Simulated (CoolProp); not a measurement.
R1132(E) at several states: fugacity coefficient from the reference equation and from simpler models built on Tc = 75.7 °C, pc = 5174 kPa, ω = 0.245; each cubic takes its own stable root.

Values from CoolProp's reference Helmholtz-energy equation of state, Akasaka 2024.

```csv
T (°C),p (kPa),phase,reference,van der Waals,Redlich-Kwong,Peng-Robinson
101.05,167,gas,0.9912,0.9919,0.9910,0.9902
63.15,6500,liquid,0.4646,?,?,?
41.95,5000,liquid,?,?,0.4626,?
```

Complete the blanks.


- 63.15, van der Waals: 0.5413
- 63.15, Redlich-Kwong: 0.4931
- 63.15, Peng-Robinson: 0.4611
- 41.95, reference: 0.4120
- 41.95, van der Waals: 0.5478
- 41.95, Peng-Robinson: 0.4105
